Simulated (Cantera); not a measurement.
Input (Python, Cantera):

```python
import numpy as np
import cantera as ct

gas = ct.Solution("gri30.yaml")
gas.TPX = 1400, 100000, {'CO': 0.0042, 'O2': 0.0027, 'H2O': 0.065, 'N2': 1, 'H2': 0.0011}
reactor = ct.IdealGasConstPressureReactor(gas, energy="off", clone=False)
net = ct.ReactorNet([reactor])
net.rtol, net.atol = 1e-08, 1e-18
show = ['CO', 'O2', 'H2O', 'H2', 'HO2', 'NO']
times = np.geomspace(0.0002, 300, 9)

steps = ct.SolutionArray(gas, extra=["t"])
rows = []
print(f"{'t/s':>10s}{'T/K':>9s}{'P/Pa':>11s}" + "".join(f"{s:>11s}" for s in show))
for t in times:
    while net.time < t:
        t_next = net.step()
        steps.append(gas.state, t=t_next)
    rows.append([np.interp(t, steps.t, y) for y in (steps.T, steps.P, *steps(*show).X.T)])
    print(f"{t:10.3e}{rows[-1][0]:9.1f}{rows[-1][1]:11.4g}" + "".join(f"{x:11.3e}" for x in rows[-1][2:]))
rate = np.gradient(steps.T, steps.t)
print("integrator steps:", len(steps.t))
if steps.T.max() > steps.T[0] + 200:
    print(f"time of steepest temperature rise: {steps.t[rate.argmax()]:.4e} s")
gas.TPX = 1400, 100000, {'CO': 0.0042, 'O2': 0.0027, 'H2O': 0.065, 'N2': 1, 'H2': 0.0011}
gas.equilibrate("TP")
print(f"equilibrium (TP): T = {gas.T:.1f} K  " + "  ".join(f"{s} {gas[s].X[0]:.3e}" for s in show))
```

Output:

```
       t/s      T/K       P/Pa         CO         O2        H2O         H2        HO2         NO
 2.000e-04   1400.0      1e+05  3.914e-03  2.516e-03  6.058e-02  1.025e-03  1.655e-09  1.899e-16
 1.183e-03   1400.0      1e+05  3.902e-03  2.507e-03  6.057e-02  1.022e-03  4.476e-07  1.030e-12
 6.999e-03   1400.0      1e+05  2.399e-04  7.684e-04  6.027e-02  1.233e-03  3.284e-07  1.816e-07
 4.141e-02   1400.0      1e+05  5.957e-05  2.653e-04  6.129e-02  4.030e-04  8.019e-08  2.507e-07
 2.449e-01   1400.0      1e+05  1.974e-05  1.201e-04  6.160e-02  1.391e-04  1.740e-08  2.745e-07
 1.449e+00   1400.0      1e+05  6.190e-06  6.909e-05  6.170e-02  4.432e-05  3.037e-09  2.846e-07
 8.572e+00   1400.0      1e+05  1.621e-06  5.195e-05  6.174e-02  1.169e-05  4.586e-10  2.874e-07
 5.071e+01   1400.0      1e+05  5.864e-07  4.822e-05  6.175e-02  4.252e-06  1.389e-10  2.890e-07
 3.000e+02   1400.0      1e+05  5.583e-07  4.812e-05  6.175e-02  4.049e-06  1.323e-10  2.948e-07
integrator steps: 1963
equilibrium (TP): T = 1400.0 K  CO 5.921e-07  O2 4.277e-05  H2O 6.175e-02  H2 4.294e-06  HO2 1.211e-10  NO 1.132e-05
```

Cantera simulation using GRI-Mech 3.0 (53 species, 325 reactions); the numbers are that mechanism's predictions, not measurements.
